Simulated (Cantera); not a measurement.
Cantera run:

```python
import numpy as np
import cantera as ct

gas_names = """
    H2O H AL2O
""".split()
cond_names = """
    AL(cr) AL(L)
""".split()


# ... load() reads the species with a 1 bar reference pressure and builds the phases ...
species = {s.name: s for s in load("nasa_gas.yaml", gas_names) + load("nasa_condensed.yaml", cond_names)}
# Each term lists the table entries of one substance; the one whose range holds T is used.
reactions = {
    '2 Al + H2O(g) = 2 H(g) + Al2O(g)':
        [(-2, ['AL(cr)', 'AL(L)']), (-1, ['H2O']), (2, ['H']), (1, ['AL2O'])],
}


def pick(names, T):
    return next(species[n] for n in names if species[n].thermo.min_temp <= T <= species[n].thermo.max_temp)


results = []
for label, terms in reactions.items():
    print(label)
    print("     T/K   dH/kJ  dS/(J/K)   dG/kJ   log10 K")
    for T in [998, 1048, 1098, 1148, 1198, 1248, 1298, 1348, 1398, 1448, 1498]:
        used = [(nu, pick(names, T)) for nu, names in terms]
        dH = sum(nu * s.thermo.h(T) for nu, s in used) / 1e6
        dS = sum(nu * s.thermo.s(T) for nu, s in used) / 1e3
        dG = dH - T * dS / 1e3
        logK = -dG * 1e6 / (ct.gas_constant * T * np.log(10))
        results.append((label, T, dH, dS, dG, logK, [s.name for _, s in used]))
        print(f"{T:8g} {dH:8.1f} {dS:8.1f} {dG:8.1f} {logK:8.2f}")
```

Result:

```
2 Al + H2O(g) = 2 H(g) + Al2O(g)
     T/K   dH/kJ  dS/(J/K)   dG/kJ   log10 K
     998    514.6    221.3    293.8   -15.37
    1048    514.5    221.2    282.7   -14.09
    1098    514.3    221.0    271.6   -12.92
    1148    514.1    220.8    260.6   -11.86
    1198    513.9    220.7    249.6   -10.88
    1248    513.6    220.4    238.5    -9.98
    1298    513.4    220.2    227.5    -9.16
    1348    513.1    220.0    216.5    -8.39
    1398    512.7    219.8    205.5    -7.68
    1448    512.4    219.5    194.5    -7.02
    1498    512.0    219.3    183.6    -6.40
```

Standard-state values (1 bar) from the NASA 1993 polynomials, evaluated with Cantera. Condensed species are held in their standard states even where they would react or evaporate.
